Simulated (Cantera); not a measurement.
Charge: 1 mol Si, 2 mol HCl, 4.3 mol H2, at 1275 K and 0.100 bar.

Equilibrium computed with Cantera from the NASA thermochemical tables; the gas is ideal and each condensed phase is pure. The tables' values for SiCl3 are old estimates; treat these amounts as uncertain. Kinetics and transport are ignored.

```json
[
 {"species": "H2", "before": "0.831", "after": "0.879"},
 {"species": "SiCl4", "before": "0.0309", "after": "0.0569"},
 {"species": "HCl", "before": "0.0901", "after": "0.0373"},
 {"species": "SiCl2", "before": "0.0253", "after": "0.00322"},
 {"species": "SiCl3", "before": "0.0110", "after": "0.00361"},
 {"species": "SiHCl3", "before": "0.0115", "after": "0.0195"},
 {"species": "SiH2Cl2", "before": "0.000592", "after": "0.000802"},
 {"species": "Si(s), mol", "before": "0.524", "after": "0.509"}
]
```
Gas species are given as mole fractions.

Task: What was changed between the two runs?
(A) temperature from 1275 K to 1000 K
(B) temperature from 1275 K to 1325 K
(C) pressure from 0.100 bar to 2.50 bar
(D) temperature from 1275 K to 1098.15 K

Result: D, temperature from 1275 K to 1098.15 K
